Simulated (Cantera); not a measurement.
# CsOH + H2 + H2O (calcination and drying)

Feed: 1 mol CsOH, 0.33 mol H2, 6.5 mol H2O, held at 975 °C.

Equilibrium computed with Cantera from the NASA thermochemical tables; the gas is ideal and each condensed phase is pure. Candidate condensed phases: Cs, CsOH, H2O; 15 gas species. Rates play no part.

From 10.0 Pa to 240000 Pa nothing is condensed. At 1000000 Pa the condensed part is CsOH(l). The main Cs-bearing gas is CsOH throughout.

```csv
P (Pa),x H2O,x CsOH,x H2,x Cs,x Cs2(OH)2,n CsOH(l)
10,0.843,0.104,0.0305,0.0223,9.83e-8,0
42,0.838,0.114,0.0354,0.0129,4.96e-7,0
180,0.834,0.120,0.0385,0.00691,2.37e-6,0
750,0.832,0.124,0.0403,0.00357,1.05e-5,0
3200,0.831,0.126,0.0412,0.00178,4.60e-5,0
13000,0.831,0.126,0.0417,0.000892,0.000189,0
56000,0.831,0.126,0.0420,0.000429,0.000805,0
240000,0.833,0.121,0.0422,0.000200,0.00322,0
1000000,0.858,0.0908,0.0435,7.23e-5,0.00749,0.198
```
x: gas mole fraction; n: condensed amount in mol.
